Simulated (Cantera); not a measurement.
Input (Python, Cantera) and output of one run.

```python
import numpy as np
import cantera as ct

gas_names = """
    CL CLO CL2 H HCL HOCL HO2 H2 H2O H2O2 O OH O2 O3 Si SiCL SiCL2 SiCL3 SiCL4 SiH SiHCL3 SiH2 SiH2CL2
    SiH3 SiH3CL SiH4 SiO SiO2 Si2 Si3
""".split()
cond_names = """
    H2O(s) H2O(L) Si(cr) Si(L) SiO2(Lqz) SiO2(hqz) SiO2(L)
""".split()


# ... load() reads the species with a 1 bar reference pressure and builds the phases ...
atoms = {
    'SiO2': {'Si': 1, 'O': 2},
    'Cl2': {'CL': 2},
    'H2': {'H': 2},
}
top_T = {}  # K; cautious upper limits of use, not melting points


# ... equilibrate(T, P, feed) seeds the gas with the atoms and calls Mixture.equilibrate('TP', solver="vcs", rtol=1e-11, max_steps=5000) ...
results = []
T = 1198.15  # K
P = 32  # Pa
for m in [1.5, 3.3, 5, 6.8, 8.5, 10, 12]:
    feed = {'SiO2': 1, 'Cl2': 17, 'H2': m}  # mol
    mix = equilibrate(T, P, feed)
    results.append((T, P, feed, dict(zip(mix.species_names, mix.species_moles))))

top = {s: max(r[3][s] / sum(r[3][g] for g in gas_names) for r in results) for s in gas_names}
cols = sorted((s for s in top if top[s] > 0.0001), key=lambda s: -top[s])[:8]
seen = [c for c in cond_names if any(r[3].get(c, 0) > 1e-12 for r in results)]
print("log10 of partial pressures in bar; condensed amounts in mol")
print(f"{'n(H2)':>10s}" + "".join(f"{s[:9]:>10s}" for s in cols + seen))
for T, P, feed, n in results:
    ng = sum(n[g] for g in gas_names)
    print(f"{feed['H2']:10.4g}" + "".join(f"{np.log10(max(n[s] / ng * P / 1e5, 1e-99)):10.3f}" for s in cols)
          + "".join(f"{n.get(c, 0):10.4g}" for c in seen))
```

It prints:

```
log10 of partial pressures in bar; condensed amounts in mol
     n(H2)       HCL       CL2        CL SiO2(hqz)
       1.5    -4.333    -3.684    -4.176     0.999
       3.3    -4.025    -3.780    -4.224    0.9992
         5    -3.875    -3.876    -4.272    0.9993
       6.8    -3.771    -3.985    -4.327    0.9994
       8.5    -3.700    -4.101    -4.385    0.9994
        10    -3.650    -4.220    -4.444    0.9995
        12    -3.597    -4.416    -4.542    0.9995
```

Equilibrium computed with Cantera from the NASA thermochemical tables; the gas is ideal and each condensed phase is pure. The tables hold silica as quartz up to 1696 K and as liquid above; real silica turns to tridymite and cristobalite and melts near 1996 K.
